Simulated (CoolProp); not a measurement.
A simple Rankine cycle with R123: condensing at 332.15 K, boiler at 1.54 MPa, turbine inlet 499 K, turbine efficiency 0.7, pump efficiency 0.7, no recuperator. Each further row changes one setting.

The numbers come from the reference Helmholtz-energy equation of state, Younglove 1994 in CoolProp. It is a modified Benedict-Webb-Rubin equation, recast in Helmholtz form.

```csv
case,thermal efficiency (%),net work (kJ/kg),heat in (kJ/kg),turbine exit temperature (K),volume ratio over the turbine
as stated,9.7,27.3,281,454.6,5.54
condensing temperature 324.15 K,10.7,31.1,290,449.5,6.98
boiler pressure 1.08 MPa,7.9,22.5,286,465.1,3.83
turbine efficiency 0.6,8.2,23.2,281,459.5,5.61
```
